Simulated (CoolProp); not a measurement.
A single-stage vapour-compression cycle with R22: evaporating at 216.15 K (dew point), condensing at 280.15 K (bubble point), superheat 8 K, subcooling 0 K, compressor efficiency 0.6, no pressure losses. Each further row changes one setting.

The numbers come from the reference Helmholtz-energy equation of state, Kamei 1995 in CoolProp.

```csv
case,cooling COP,pressure ratio,discharge temperature (K),refrigerating effect (kJ/kg),volumetric capacity (kJ/m³)
as stated,1.54,14.0,401.0,176,370
evaporating temperature 221.15 K,1.75,___,388.5,___,___
condensing temperature 275.15 K,___,12.0,___,182,382
subcooling 5 K,___,14.0,401.0,182,382
superheat 18 K,1.53,14.0,414.6,182,___
compressor efficiency 0.5,1.28,14.0,___,176,370
```

**Question.** Fill in the missing entries.

**Answer.** 
- evaporating temperature 221.15 K, pressure ratio: 10.7
- evaporating temperature 221.15 K, refrigerating effect (kJ/kg): 179
- evaporating temperature 221.15 K, volumetric capacity (kJ/m³): 482
- condensing temperature 275.15 K, cooling COP: 1.71
- condensing temperature 275.15 K, discharge temperature (K): 389.9
- subcooling 5 K, cooling COP: 1.59
- superheat 18 K, volumetric capacity (kJ/m³): 365
- compressor efficiency 0.5, discharge temperature (K): 429.7
